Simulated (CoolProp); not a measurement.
Vapour-liquid equilibrium of m-xylene (1) + n-decane (2) at 377 K; x and y are mole fractions of (1).

The numbers come from the multi-fluid Helmholtz-energy mixture model, Zhou 2012 and Lemmon 2006; pair parameters Bell 2016 in CoolProp.

```csv
x,"bubble pressure, mixture model (MPa)","bubble pressure, Raoult's law (MPa)","y, mixture model","y, Raoult's law"
0.05,0.01253,0.01235,0.154,0.144
0.15,0.01518,0.01479,0.371,0.360
0.25,0.01769,0.01722,0.520,0.515
0.35,[?],0.01965,[?],0.632
0.45,0.02249,0.02209,[?],0.723
0.55,0.02483,0.02452,[?],0.796
0.65,[?],0.02696,0.848,0.855
0.75,[?],0.02939,0.899,0.905
0.85,[?],0.03182,0.944,0.948
0.95,0.03428,0.03426,[?],0.984
```

Q: Some entries are withheld; supply them.

A: 
- 0.35, bubble pressure, mixture model (MPa): 0.02012
- 0.35, y, mixture model: 0.631
- 0.45, y, mixture model: 0.717
- 0.55, y, mixture model: 0.788
- 0.65, bubble pressure, mixture model (MPa): 0.02717
- 0.75, bubble pressure, mixture model (MPa): 0.02952
- 0.85, bubble pressure, mixture model (MPa): 0.03189
- 0.95, y, mixture model: 0.982

The largest gap from Raoult's law is +2.7 % in bubble pressure, at x = 0.25. No azeotrope shows between x = 0.05 and 0.95.

The pair parameters rest on a limited set of measurements; away from them the model extrapolates.
